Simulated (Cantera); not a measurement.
Charge: 1 mol SiC, 0.2 mol C, 3 mol N2, at 233 Torr.

Method: chemical equilibrium by Gibbs-energy minimisation in Cantera with the NASA 1993 tables (ideal gas, pure condensed phases). Candidate condensed phases: C, Si, SiC, Si3N4; 20 gas species. Equilibrium is a limit: real reactors are often held back by kinetics, nucleation or transport.

Question: Which condensed phases are stable at each of these points (T (K)): 2423, 2498, 2573, 2648, 2723, 2798, 2873, 2948, 3023?

Answer: 
| T (K) | condensed phases | Si condensed (%) |
|---|---|---|
| 2423 | C(graphite) + SiC(s) | 99.2 |
| 2498 | C(graphite) + SiC(s) | 98.2 |
| 2573 | C(graphite) + SiC(s) | 96.1 |
| 2648 | C(graphite) + SiC(s) | 91.6 |
| 2723 | C(graphite) + SiC(s) | 82.4 |
| 2798 | C(graphite) + SiC(s) | 63.2 |
| 2873 | C(graphite) + SiC(s) | 21.9 |
| 2948 | C(graphite) | 0.0 |
| 3023 | C(graphite) | 0.0 |

From 2423 K to 2873 K the condensed part is C(graphite) + SiC(s). From 2948 K to 3023 K the condensed part is C(graphite).
